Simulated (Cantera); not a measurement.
An adiabatic, constant-pressure homogeneous reactor starts with CH₃OH : O₂ : N₂ = 1 : 2.73 : 10.3 (molar parts), equivalence ratio 0.55, at 1800 K and 5.00 bar. Integrator tolerance rtol = 1e-08.

Model: GRI-Mech 3.0 (53 species, 325 reactions), integrated in Cantera. GRI-Mech 3.0 was tuned for natural gas; its chemistry of methanol as a main component is partial and can be far from experiment.

| quantity | before | after |
|---|---|---|
| time of steepest temperature rise | 7.80 µs | 6.52 µs |
| temperature at 3.00 s | 2716 K | 2873 K |
| equilibrium temperature | 2716 K | 2873 K |
| x(CH₃OH) at 3.00 s | <1e-12 (gas-phase equilibrium <1e-12) | <1e-12 (gas-phase equilibrium <1e-12) |
| x(O₂) at 3.00 s | 0.0750 (gas-phase equilibrium 0.0750) | 0.0733 (gas-phase equilibrium 0.0733) |
| x(H₂O) at 3.00 s | 0.124 (gas-phase equilibrium 0.124) | 0.120 (gas-phase equilibrium 0.120) |
| x(NO) at 3.00 s | 0.0183 (gas-phase equilibrium 0.0183) | 0.0224 (gas-phase equilibrium 0.0224) |
| x(C₂H₂) at 3.00 s | <1e-12 (gas-phase equilibrium <1e-12) | <1e-12 (gas-phase equilibrium <1e-12) |

Problem. Name the change that produced these shifts.
A. pressure from 5.00 bar to 0.640 bar
B. O2 2.73 to 0.92 parts
C. initial temperature 1800 to 1075 K
D. constant volume in place of constant pressure

Solution. D, constant volume in place of constant pressure
